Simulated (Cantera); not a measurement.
Input (Python, Cantera) and output of one run.

```python
import numpy as np
import cantera as ct

gas_names = """
    H2 H2O2 P4
""".split()
cond_names = """
    P4O10(s)
""".split()


def load(file, names, dense=False):
    # The tables refer to 1 bar. Condensed volumes are neglected.
    table = {s.name: s for s in ct.Species.list_from_file(file)}
    out = []
    for n in names:
        d = dict(table[n].input_data)
        d["thermo"] = dict(d["thermo"], **{"reference-pressure": 1e5})
        if dense:
            d["equation-of-state"] = {"model": "constant-volume", "density": "1e6 g/cm^3"}
        out.append(ct.Species.from_dict(d))
    return out


species = {s.name: s for s in load("nasa_gas.yaml", gas_names) + load("nasa_condensed.yaml", cond_names)}
# Each term lists the table entries of one substance; the one whose range holds T is used.
reactions = {
    '5 H2(g) + P4O10 = 5 H2O2(g) + P4(g)':
        [(-5, ['H2']), (-1, ['P4O10(s)']), (5, ['H2O2']), (1, ['P4'])],
}


def pick(names, T):
    return next(species[n] for n in names if species[n].thermo.min_temp <= T <= species[n].thermo.max_temp)


results = []
for label, terms in reactions.items():
    print(label)
    print("     T/K   dH/kJ  dS/(J/K)   dG/kJ   log10 K")
    for T in [423, 473, 523, 573, 623, 673]:
        used = [(nu, pick(names, T)) for nu, names in terms]
        dH = sum(nu * s.thermo.h(T) for nu, s in used) / 1e6
        dS = sum(nu * s.thermo.s(T) for nu, s in used) / 1e3
        dG = dH - T * dS / 1e3
        logK = -dG * 1e6 / (ct.gas_constant * T * np.log(10))
        results.append((label, T, dH, dS, dG, logK, [s.name for _, s in used]))
        print(f"{T:8g} {dH:8.1f} {dS:8.1f} {dG:8.1f} {logK:8.2f}")
```

Result:

```
5 H2(g) + P4O10 = 5 H2O2(g) + P4(g)
     T/K   dH/kJ  dS/(J/K)   dG/kJ   log10 K
     423   2375.8    538.4   2148.1  -265.25
     473   2370.3    526.1   2121.5  -234.27
     523   2364.3    514.1   2095.5  -209.28
     573   2358.0    502.5   2070.0  -188.70
     623   2351.2    491.1   2045.2  -171.47
     673   2343.9    479.9   2020.9  -156.85
```

Cantera with NASA thermochemical tables; ideal gases at 1 bar, condensed phases pure. Condensed species are held in their standard states even where they would react or evaporate.
